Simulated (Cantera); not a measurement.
Input (Python, Cantera) and output of one run.

```python
import numpy as np
import cantera as ct

gas_names = [...]  # 151 gases of nasa_gas.yaml made of C, H, N, O, Si
cond_names = """
    C(gr) C6H6(L) C7H8(L) C8H18(L),n-octa H2O(s) H2O(L) Si(cr) Si(L) SiC(b) SiO2(Lqz) SiO2(hqz) SiO2(L)
    Si2N2O(s) Si3N4(a)
""".split()


# ... load() reads the species with a 1 bar reference pressure and builds the phases ...
atoms = {
    'Si': {'Si': 1},
    'CO': {'C': 1, 'O': 1},
    'N2': {'N': 2},
    'NH3': {'N': 1, 'H': 3},
}
top_T = {'C(gr)': 4500, 'SiC(b)': 3050, 'Si2N2O(s)': 2100, 'Si3N4(a)': 2400}  # K; cautious upper limits of use, not melting points


# ... equilibrate(T, P, feed) seeds the gas with the atoms and calls Mixture.equilibrate('TP', solver="vcs", rtol=1e-11, max_steps=5000) ...
results = []
feed = {'Si': 1, 'CO': 12, 'N2': 1.4, 'NH3': 0.22}  # mol
P = 38000  # Pa
for T in [698, 848, 998, 1148, 1298, 1448, 1598, 1748]:
    mix = equilibrate(T, P, feed)
    results.append((T, P, feed, dict(zip(mix.species_names, mix.species_moles))))

top = {s: max(r[3][s] / sum(r[3][g] for g in gas_names) for r in results) for s in gas_names}
cols = sorted((s for s in top if top[s] > 1e-06), key=lambda s: -top[s])[:9]
seen = [c for c in cond_names if any(r[3].get(c, 0) > 1e-12 for r in results)]
print("log10 of partial pressures in bar; condensed amounts in mol")
print(f"{'T/K':>10s}" + "".join(f"{s[:9]:>10s}" for s in cols + seen))
for T, P, feed, n in results:
    ng = sum(n[g] for g in gas_names)
    print(f"{T:10.4g}" + "".join(f"{np.log10(max(n[s] / ng * P / 1e5, 1e-99)):10.3f}" for s in cols)
          + "".join(f"{n.get(c, 0):10.4g}" for c in seen))
```

It prints:

```
log10 of partial pressures in bar; condensed amounts in mol
       T/K        CO       CO2        N2       H2O        H2       SiO       CH4       HCN         H     C(gr) SiO2(Lqz) SiO2(hqz) Si2N2O(s)
       698    -2.106    -0.570    -1.072    -1.846    -2.401   -31.428    -3.854   -10.043   -14.845     7.055         1         0         0
       848    -1.032    -0.706    -1.129    -2.183    -2.019   -23.316    -4.231    -8.108   -11.730     6.123         0         1         0
       998    -0.567    -1.363    -1.266    -2.930    -1.973   -17.396    -4.957    -6.919    -9.654     3.241         0         1         0
      1148    -0.500    -2.391    -1.310    -3.795    -1.977   -12.770    -5.578    -6.033    -8.133      2.13         0         1         0
      1298    -0.494    -3.265    -1.314    -4.502    -1.976    -9.184    -6.050    -5.337    -6.958     2.018         0         1         0
      1448    -0.494    -3.958    -1.315    -5.066    -1.976    -6.353    -6.428    -4.786    -6.023     2.003         0         1         0
      1598    -0.472    -4.473    -1.488    -5.531    -2.006    -4.088    -6.796    -4.441    -5.277    0.7291         0    0.1518    0.4227
      1748    -0.470    -4.928    -1.518    -5.914    -2.014    -2.918    -7.065    -4.091    -4.648     0.518         0         0    0.4795
```

Method: chemical equilibrium by Gibbs-energy minimisation in Cantera with the NASA 1993 tables (ideal gas, pure condensed phases). Mutual solubility and eutectic melting of coexisting phases are not modelled. The tables hold silica as quartz up to 1696 K and as liquid above; real silica turns to tridymite and cristobalite and melts near 1996 K.
